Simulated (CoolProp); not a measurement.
Vapour pressure (bar) of hydrogen sulfide: the reference equation beside estimates from Tc = 100.0 °C, pc = 89.99 bar, ω = 0.101. Clausius-Clapeyron is anchored at 11.75 °C with a constant enthalpy of vaporisation of 15.07 kJ/mol.

Values from CoolProp's reference Helmholtz-energy equation of state, Lemmon 2006. It is a short technical equation, of lower accuracy than the large ones.

```
T (°C)  reference  Clausius-Clapeyron  van der Waals
------  ---------  ------------------  -------------
-43.45      2.220               3.114          9.056
-32.45      3.469               4.466          11.74
-21.35      5.213               6.224          14.93
-10.35      7.524               8.411          18.62
0.75        10.55               11.12          22.90
11.75       14.36               14.36          27.71
22.75       19.08               18.19          33.14
33.85       24.90               22.70          39.24
44.85       31.84               27.84          45.95
55.85       40.07               33.68          53.33
66.95       49.85               40.31          61.47
77.95       61.18               47.64          70.25
```

Absolute difference from the reference over all 12 rows, mean and median: Clausius-Clapeyron 15.7 and 14.3 %, van der Waals 111.4 and 83.3 %.
